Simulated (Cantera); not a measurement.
Cantera run, input and output.

```python
import numpy as np
import cantera as ct

gas = ct.Solution("gri30.yaml")
gas.TPX = 1300, 160000, {'CH4': 1, 'H2O': 1.6, 'H2': 0.14}
reactor = ct.IdealGasConstPressureReactor(gas, energy="off", clone=False)
net = ct.ReactorNet([reactor])
net.rtol, net.atol = 1e-08, 1e-18
show = ['CH4', 'H2O', 'H2', 'O2', 'C2H4', 'HCO', 'CH2CO']
times = np.geomspace(0.0009, 4, 11)

steps = ct.SolutionArray(gas, extra=["t"])
rows = []
print(f"{'t/s':>10s}{'T/K':>9s}{'P/Pa':>11s}" + "".join(f"{s:>11s}" for s in show))
for t in times:
    while net.time < t:
        t_next = net.step()
        steps.append(gas.state, t=t_next)
    rows.append([np.interp(t, steps.t, y) for y in (steps.T, steps.P, *steps(*show).X.T)])
    print(f"{t:10.3e}{rows[-1][0]:9.1f}{rows[-1][1]:11.4g}" + "".join(f"{x:11.3e}" for x in rows[-1][2:]))
rate = np.gradient(steps.T, steps.t)
print("integrator steps:", len(steps.t))
if steps.T.max() > steps.T[0] + 200:
    print(f"time of steepest temperature rise: {steps.t[rate.argmax()]:.4e} s")
gas.TPX = 1300, 160000, {'CH4': 1, 'H2O': 1.6, 'H2': 0.14}
gas.equilibrate("TP")
print(f"equilibrium (TP): T = {gas.T:.1f} K  " + "  ".join(f"{s} {gas[s].X[0]:.3e}" for s in show))
```

It prints:

```
       t/s      T/K       P/Pa        CH4        H2O         H2         O2       C2H4        HCO      CH2CO
 9.000e-04   1300.0    1.6e+05  3.650e-01  5.839e-01  5.110e-02  1.460e-18  2.699e-08  3.397e-16  2.688e-18
 2.085e-03   1300.0    1.6e+05  3.649e-01  5.839e-01  5.110e-02  1.121e-17  1.572e-07  2.309e-15  1.647e-16
 4.828e-03   1300.0    1.6e+05  3.649e-01  5.839e-01  5.111e-02  4.060e-17  6.227e-07  8.211e-15  4.721e-15
 1.118e-02   1300.0    1.6e+05  3.649e-01  5.839e-01  5.114e-02  1.177e-16  2.402e-06  2.638e-14  1.055e-13
 2.590e-02   1300.0    1.6e+05  3.648e-01  5.839e-01  5.119e-02  3.414e-16  1.038e-05  9.198e-14  2.520e-12
 6.000e-02   1300.0    1.6e+05  3.645e-01  5.839e-01  5.135e-02  1.078e-15  4.876e-05  3.316e-13  7.055e-11
 1.390e-01   1300.0    1.6e+05  3.639e-01  5.838e-01  5.180e-02  3.542e-15  2.120e-04  8.736e-13  1.953e-09
 3.219e-01   1300.0    1.6e+05  3.624e-01  5.834e-01  5.309e-02  9.949e-15  6.764e-04  1.225e-12  3.375e-08
 7.456e-01   1300.0    1.6e+05  3.588e-01  5.822e-01  5.645e-02  2.018e-14  1.471e-03  1.260e-12  2.713e-07
 1.727e+00   1300.0    1.6e+05  3.506e-01  5.790e-01  6.473e-02  2.535e-14  2.470e-03  1.314e-12  1.149e-06
 4.000e+00   1300.0    1.6e+05  3.329e-01  5.720e-01  8.272e-02  1.699e-14  4.274e-03  1.502e-12  2.965e-06
integrator steps: 651
equilibrium (TP): T = 1300.0 K  CH4 9.965e-05  H2O 1.091e-01  H2 6.799e-01  O2 1.229e-16  C2H4 3.638e-10  HCO 9.053e-10  CH2CO 8.389e-11
```

Detailed kinetics in Cantera: GRI-Mech 3.0 (53 species, 325 reactions).
